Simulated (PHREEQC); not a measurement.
Make-up at 20 °C: 0.038 mol KCl, 0.74 mol CaBr2 and 0.0001 mol (CH3)4NF per kg of water. Closed to the air; pH follows from the charge balance.

All values are PHREEQC results (ion-association model, phreeqc.dat), not measurements.

Problem. The ionic strength comes out as 2.26 mol/kgw. What activity coefficients do F-, K+, Ca+2, Br-, Cl- get?

Solution. F- 0.53, K+ 0.57, Ca+2 0.31, Br- 0.49, Cl- 0.58.

No solid was allowed to form. Examples of supersaturated solids here: Fluorite. Others may be too. Caution: at this ionic strength the ion-association model is outside its range; a Pitzer model would be the better tool where its parameters exist. (CH3)4N+ isn't in the database: it is added as a free cation with an ion size of 4 Å.
